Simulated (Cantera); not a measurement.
A perfectly stirred reactor is fed with H2 : O2 : N2 = 1 : 0.735 : 3.9 (molar parts), at 0.987 atm; it is adiabatic with a 548 K inlet, and is followed from long to short residence time, starting on the burning branch (τ in s: 0.054, 0.028, 0.014, 0.0074, 0.0038, 0.002, 0.001, 0.00052, 0.00027, 0.00014, 7.2e-05, 3.7e-05, 1.9e-05).

Model: the H2/O2 subset of GRI-Mech 3.0, which has no nitrogen chemistry, integrated in Cantera.

Predict: blow-out, bracketed by the residence times tried; x(H2) at τ = 54.0 ms; x(O2) at τ = 54.0 ms; x(HO2) at τ = 54.0 ms; x(OH) at τ = 54.0 ms; x(H) at τ = 54.0 ms; x(H2) at τ = 1.00 ms; x(O2) at τ = 1.00 ms; x(HO2) at τ = 1.00 ms; x(OH) at τ = 1.00 ms; x(H) at τ = 1.00 ms.


| Property | Result |
|---|---|
| blow-out, bracketed by the residence times tried | burning at 37.0 µs, out at 19.0 µs |
| x(H2) at τ = 54.0 ms | 0.000570 |
| x(O2) at τ = 54.0 ms | 0.0453 |
| x(HO2) at τ = 54.0 ms | 1.95e-6 |
| x(OH) at τ = 54.0 ms | 0.00231 |
| x(H) at τ = 54.0 ms | 8.37e-5 |
| x(H2) at τ = 1.00 ms | 0.00632 |
| x(O2) at τ = 1.00 ms | 0.0462 |
| x(HO2) at τ = 1.00 ms | 1.42e-5 |
| x(OH) at τ = 1.00 ms | 0.00659 |
| x(H) at τ = 1.00 ms | 0.00347 |
